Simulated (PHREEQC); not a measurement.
A column of 0.2 m (40 cells, dispersivity 0.007 m, 60 s a shift, diffusion coefficient 3e-10 m²/s) holds 0.29 eq of the database's cation exchanger X per kg of pore water, first in equilibrium with 0.00091 mol/kgw ZnCl2, 0.015 mol/kgw KCl and 1e-05 mol/kgw HCl. It is flushed with 0.0042 mol LiCl, 0.0055 mol CdCl2, 0.078 mol BaCl2 and 1e-05 mol HCl per kg of water, at 25 °C. Values are for the last cell. No CO2 enters from the air. No solid was allowed to form.

Base run: PHREEQC, ion-association model, phreeqc.dat. Each further column changes one thing. The table gives Zn in solution (mol/kgw).

| pore volumes | base | exchange capacity from 0.29 to 0.14 eq/kgw | dispersivity from 0.007 to 0.014 m |
|---|---|---|---|
| 0 | 0.000910 | 0.000910 | 0.000910 |
| 0.6125 | 0.00159 | 0.00159 | 0.00331 |
| 1.212 | 0.0280 | 0.0270 | 0.0259 |
| 1.812 | 0.0327 | 0.0141 | 0.0294 |
| 2.413 | 0.0204 | 0.00250 | 0.0185 |
| 3.013 | 0.00742 | 0.000330 | 0.00885 |
| 3.612 | 0.00206 | 3.81e-5 | 0.00380 |
| 4.213 | 0.000508 | 4.10e-6 | 0.00156 |
| 4.812 | 0.000118 | 4.22e-7 | 0.000623 |
| 5.412 | 2.62e-5 | 4.21e-8 | 0.000246 |
| 6.013 | 5.68e-6 | 4.13e-9 | 9.64e-5 |
